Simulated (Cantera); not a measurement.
Standard-state values (1 bar) from the NASA 1993 polynomials, evaluated with Cantera. Values are per mole of reaction as written; species without (g) are pure solids or liquids, kept so even where they would boil at 1 bar.

Between 300 and 1625 K, where is each reaction favourable under standard conditions?
- 4 F(g) + 2 N(g) + Cu2O → 2 CuF2(g) + N2O(g)


- 4 F(g) + 2 N(g) + Cu2O → 2 CuF2(g) + N2O(g): ΔG° is -1461 kJ at 300 K and -1016 kJ at 1625 K; it stays negative (K > 1). ΔH° is -1669 kJ and ΔS° -401 J/K at 1625 K.
